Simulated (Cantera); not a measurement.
A perfectly stirred reactor is fed with CH4 : H2 = 1 : 10 (molar parts), at 760 Torr; it is held at 1900 K, and followed from long to short residence time.

Model: GRI-Mech 3.0 (53 species, 325 reactions), integrated in Cantera. GRI-Mech 3.0 stops at C3 and has no aromatics, soot or wall deposition, so with more carbon than oxygen in the feed, carbon stays in small species such as C2H2 where larger ones or solid carbon would form.

```csv
quantity,before,after
x(CH4) at τ = 8.90 s,0.00556,0.00916
x(H2) at τ = 8.90 s,0.954,0.837
x(C2H4) at τ = 8.90 s,0.000451,0.00155
x(C2H6) at τ = 8.90 s,3.64e-7,1.12e-6
x(C2H2) at τ = 8.90 s,0.0386,0.152
x(CH4) at τ = 26.0 ms,0.0273,0.0569
x(H2) at τ = 26.0 ms,0.943,0.805
x(C2H4) at τ = 26.0 ms,0.000392,0.00164
x(C2H6) at τ = 26.0 ms,5.64e-6,2.69e-5
x(C2H2) at τ = 26.0 ms,0.0285,0.135
```

Task: What was changed between the two runs?
A) temperature 1900 to 1350 K
B) H2 10 to 4.6 parts
C) pressure from 760 Torr to 0.180 Torr
D) H2 10 to 1.2 parts

Result: D, H2 10 to 1.2 parts
